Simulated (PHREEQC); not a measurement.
Solution (25 °C): 0.0089 mol/kgw HF and 0.00028 mol/kgw CuSO4. Closed to the air; pH follows from the charge balance.

Computed with PHREEQC (ion-association model, phreeqc.dat).

No solid was allowed to form.

Question: Order these S species by the share of S that they hold, largest first: CuSO4, SO4-2, HSO4-.

Answer: SO4-2 (83 %), HSO4- (14 %), CuSO4 (2.7 %)

The pH is 2.68 and the ionic strength 0.00327 mol/kgw.
